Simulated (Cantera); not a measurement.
# Equilibrium for chlorosilane synthesis and conversion: Si + Cl₂ + H₂

Input: 1 mol Si, 1.1 mol Cl₂, 17 mol H₂, held at 1.00 bar.

Equilibrium computed with Cantera from the NASA thermochemical tables; the gas is ideal and each condensed phase is pure. Candidate condensed phases: Si; 19 gas species. The tables' values for SiCl₃ are old estimates; treat these amounts as uncertain. Gases not in the tables: Si₂H₆ and higher silanes. Rates play no part.

From 500 K to 1600 K the condensed part is Si(s). At 1700 K the condensed part is Si(l). The main Si-bearing gas is SiHCl₃ at 500 K and SiCl₂ at 1700 K.

| T (K) | x H₂ | x HCl | x SiCl₂ | x SiHCl₃ | x SiCl₄ | n Si(s) | n Si(l) |
|---|---|---|---|---|---|---|---|
| 500 | 0.963 | 1.36e-6 | <1e-12 | 0.0190 | 0.0169 | 0.361 | 0 |
| 600 | 0.963 | 2.50e-5 | 2.86e-10 | 0.0183 | 0.0173 | 0.362 | 0 |
| 700 | 0.963 | 0.000197 | 2.87e-8 | 0.0176 | 0.0176 | 0.363 | 0 |
| 800 | 0.963 | 0.000916 | 8.93e-7 | 0.0170 | 0.0179 | 0.368 | 0 |
| 900 | 0.961 | 0.00300 | 1.27e-5 | 0.0162 | 0.0178 | 0.379 | 0 |
| 1000 | 0.958 | 0.00762 | 0.000103 | 0.0152 | 0.0171 | 0.402 | 0 |
| 1100 | 0.952 | 0.0160 | 0.000547 | 0.0136 | 0.0155 | 0.439 | 0 |
| 1200 | 0.942 | 0.0286 | 0.00205 | 0.0113 | 0.0126 | 0.488 | 0 |
| 1300 | 0.930 | 0.0440 | 0.00555 | 0.00812 | 0.00843 | 0.537 | 0 |
| 1400 | 0.918 | 0.0583 | 0.0109 | 0.00474 | 0.00425 | 0.569 | 0 |
| 1500 | 0.909 | 0.0675 | 0.0161 | 0.00222 | 0.00159 | 0.581 | 0 |
| 1600 | 0.905 | 0.0715 | 0.0195 | 0.000923 | 0.000505 | 0.581 | 0 |
| 1700 | 0.903 | 0.0732 | 0.0212 | 0.000383 | 0.000160 | 0 | 0.579 |
x: gas mole fraction; n: condensed amount in mol.
